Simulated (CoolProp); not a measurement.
C2F6 (R116) along the isobar 8.26 MPa: Z from the reference equation and from simpler models built on Tc = 293.0 K, pc = 3.048 MPa, ω = 0.257; each cubic takes its own stable root.

Model: reference Helmholtz-energy equation of state, Lemmon 2006, in CoolProp. It is a short technical equation, of lower accuracy than the large ones.

```
T (K)          phase  reference
-----  -------------  ---------
244.2         liquid     0.3928
253.7         liquid     0.3908
263.2         liquid     0.3905
272.7         liquid     0.3923
282.2         liquid     0.3965
291.8         liquid     0.4037
301.3  supercritical     0.4147
310.8  supercritical     0.4306
320.3  supercritical     0.4528
```

Question: How far does each simpler model (van der Waals, Redlich-Kwong, Soave-Redlich-Kwong, Peng-Robinson) lie from the reference over these 9 states: mean and median of the absolute difference, and the worst?

Answer: 
- van der Waals: mean 36.2 %, median 38.0 %, worst +45.8 % at 244.2 K and 8.26 MPa
- Redlich-Kwong: mean 7.4 %, median 7.6 %, worst +8.0 % at 282.2 K and 8.26 MPa
- Soave-Redlich-Kwong: mean 7.1 %, median 6.8 %, worst +10.7 % at 320.3 K and 8.26 MPa
- Peng-Robinson: mean 4.1 %, median 4.5 %, worst -7.4 % at 244.2 K and 8.26 MPa
